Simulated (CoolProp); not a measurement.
Vapour-liquid equilibrium of propane (1) + n-pentane (2) at 0.0811 MPa; x and y are mole fractions of (1).

Values from CoolProp's multi-fluid Helmholtz-energy mixture model, Lemmon 2009 and Thol 2019; pair parameters Kunz 2012.

Task: Give the bubble temperature and the first vapour's composition at x = 0.05, 0.5, 0.95. Is there an azeotrope?

Result: x = 0.05: 13.2 °C, y = 0.483; x = 0.5: -33.3 °C, y = 0.970; x = 0.95: -46.0 °C, y = 0.998. No azeotrope shows between x = 0.05 and 0.95.

Pair parameters are fitted to limited data, so mixtures are less certain than the pure fluids.
